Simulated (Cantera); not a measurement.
**BCl₃ + H₂O + N₂ (boron, boron nitride and boron oxide)**

Charge: 1 mol BCl₃, 13 mol H₂O, 16 mol N₂, at 2127 °C and 23.0 mbar.

Equilibrium computed with Cantera from the NASA thermochemical tables; the gas is ideal and each condensed phase is pure. Candidate condensed phases: B, BN, B₂O₃, B₃O₃H₃, H₂O, NH₄Cl; 49 gas species. The tables' values for BOCl are old estimates; treat these amounts as uncertain. Rates play no part.

```
Quantity                             Value
-------------------------------  ---------
x(N₂)                                0.483
x(H₂O)                               0.271
x(HCl)                              0.0685
x(H₂)                               0.0525
x(HBO₂)                             0.0262
x(H)                                0.0240
x(OH)                               0.0228
x(Cl)                               0.0224
x(O₂)                               0.0149
gas amount                       32.98 mol
log10 activity of B(l) (absent)      -7.89
```
